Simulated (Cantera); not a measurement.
A perfectly stirred reactor is fed with NO : N2 = 1 : 4.3 (molar parts), at 0.132 atm; it is held at 2025 K, and followed from long to short residence time.

Detailed kinetics in Cantera: GRI-Mech 3.0 (53 species, 325 reactions).

### Question
Predict: x(NO) at τ = 0.660 s; x(N2O) at τ = 0.660 s; x(O2) at τ = 0.660 s; x(O) at τ = 0.660 s; x(N2) at τ = 0.660 s; x(NO) at τ = 23.0 ms; x(N2O) at τ = 23.0 ms; x(O2) at τ = 23.0 ms; x(O) at τ = 23.0 ms; x(N2) at τ = 23.0 ms.

### Answer
| Quantity | Result |
|---|---|
| x(NO) at τ = 0.660 s | 0.169 |
| x(N2O) at τ = 0.660 s | 1.24e-5 |
| x(O2) at τ = 0.660 s | 0.00969 |
| x(O) at τ = 0.660 s | 0.000259 |
| x(N2) at τ = 0.660 s | 0.821 |
| x(NO) at τ = 23.0 ms | 0.188 |
| x(N2O) at τ = 23.0 ms | 1.47e-5 |
| x(O2) at τ = 23.0 ms | 0.000188 |
| x(O) at τ = 23.0 ms | 0.000109 |
| x(N2) at τ = 23.0 ms | 0.812 |
